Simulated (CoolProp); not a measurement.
Vapour-liquid equilibrium of R143a (1) + R152A (2) at 308.6 K; x and y are mole fractions of (1).

Model: multi-fluid Helmholtz-energy mixture model, Lemmon and Jacobsen 2000 and Outcalt 1996; pair parameters Bell 2016, in CoolProp.

```tsv
x	bubble pressure, mixture model (MPa)	bubble pressure, Raoult's law (MPa)	y, mixture model	y, Raoult's law
0.05	0.8553	0.8456	0.096	0.097
0.2	0.9992	0.9713	0.320	0.338
0.35	1.131	1.097	0.489	0.524
0.5	1.254	1.223	0.626	0.671
0.65	1.372	1.348	0.747	0.791
0.8	1.488	1.474	0.858	0.891
0.95	1.603	1.600	0.965	0.975
```

The largest gap from Raoult's law is +3.1 % in bubble pressure, at x = 0.35. No azeotrope shows between x = 0.05 and 0.95.

Pair parameters are fitted to limited data, so mixtures are less certain than the pure fluids.
